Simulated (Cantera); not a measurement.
Charge: 1 mol Si, 1.5 mol CO2, 31 mol H2, 0.0021 mol H2O, at 800 °C and 0.608 Torr.

Method: chemical equilibrium by Gibbs-energy minimisation in Cantera with the NASA 1993 tables (ideal gas, pure condensed phases). Candidate condensed phases: C, C6H6, C7H8, C8H18, H2O, Si, SiC, SiO2; 123 gas species. Rates play no part.

Base state: H2 0.969, CO 0.0313, CH4 3.49e-5 (mole fractions); condensed: C(graphite) + SiO2(β-quartz).

Q: What changes in the equilibrium state with this change: temperature from 800 °C to 1927 °C?

A: 
| species | before | after |
|---|---|---|
| H2 | 0.969 | 0.747 |
| H | 4.84e-7 | 0.171 |
| CO | 0.0313 | 0.0408 |
| SiO | 1.73e-8 | 0.0273 |
| H2O | 3.19e-6 | 0.0131 |
| OH | <1e-9 | 0.000418 |
| O | <1e-9 | 6.67e-5 |
| CH4 | 3.49e-5 | <1e-9 |
| C(graphite), mol | 0.497 | 0 |
| SiO2(β-quartz), mol | 1.000 | 0 |
